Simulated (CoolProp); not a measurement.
Dimethyl ether along the isotherm 444.5 K: density (kg/m³) from the reference equation and from simpler models built on Tc = 400.4 K, pc = 5337 kPa, ω = 0.196; each cubic takes its own stable root.

Values from CoolProp's reference Helmholtz-energy equation of state, Wu 2011.

```tsv
p (kPa)	phase	reference
158	gas	1.985
360	gas	4.567
819	gas	10.63
1860	gas	25.55
4240	gas	68.16
9650	supercritical	279.1
22000	supercritical	477.7
50000	supercritical	574.1
```

Problem. How far does each simpler model (ideal gas, van der Waals, Redlich-Kwong, Soave-Redlich-Kwong, Peng-Robinson) lie from the reference over these 8 states: mean and median of the absolute difference, and the worst?

Solution. 
- ideal gas: mean 18.3 %, median 8.9 %, worst -56.9 % at 444.5 K and 9650 kPa
- van der Waals: mean 6.9 %, median 0.7 %, worst -25.2 % at 444.5 K and 50000 kPa
- Redlich-Kwong: mean 2.2 %, median 0.1 %, worst -8.3 % at 444.5 K and 22000 kPa
- Soave-Redlich-Kwong: mean 3.9 %, median 1.1 %, worst -12.6 % at 444.5 K and 9650 kPa
- Peng-Robinson: mean 1.9 %, median 1.1 %, worst -6.6 % at 444.5 K and 9650 kPa
